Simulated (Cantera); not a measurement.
Feed: 1 mol Si, a varied amount of N2O, 66 mol H2, at 1152 °C and 1.00 Torr.

Equilibrium computed with Cantera from the NASA thermochemical tables; the gas is ideal and each condensed phase is pure. Candidate condensed phases: H2O, Si, SiO2, Si2N2O, Si3N4; 35 gas species. Mutual solubility and eutectic melting of coexisting phases are not modelled. The tables hold silica as quartz up to 1696 K and as liquid above; real silica turns to tridymite and cristobalite and melts near 1996 K. The numbers say what is thermodynamically allowed, not how fast it happens.

**Question.** Which condensed phases are stable at each of these points (n(N2O) (mol)): 0.54, 0.63, 0.75, 0.88, 1, 1.2, 1.4, 1.7, 2, 2.3, 2.8, 3.3?

**Answer.** 
```csv
n(N2O) (mol),condensed phases,Si condensed (%)
0.54,Si2N2O(s),92.0
0.63,Si2N2O(s),74.0
0.75,Si2N2O(s),50.1
0.88,SiO2(β-quartz) + Si2N2O(s),43.7
1,SiO2(β-quartz) + Si2N2O(s),47.1
1.2,SiO2(β-quartz) + Si2N2O(s),51.3
1.4,SiO2(β-quartz) + Si2N2O(s),54.4
1.7,SiO2(β-quartz),69.8
2,SiO2(β-quartz),97.6
2.3,SiO2(β-quartz),99.8
2.8,SiO2(β-quartz),99.9
3.3,SiO2(β-quartz),100.0
```

From 0.54 mol N2O to 0.75 mol N2O the condensed part is Si2N2O(s). From 0.88 mol N2O to 1.4 mol N2O the condensed part is SiO2(β-quartz) + Si2N2O(s). From 1.7 mol N2O to 3.3 mol N2O the condensed part is SiO2(β-quartz).
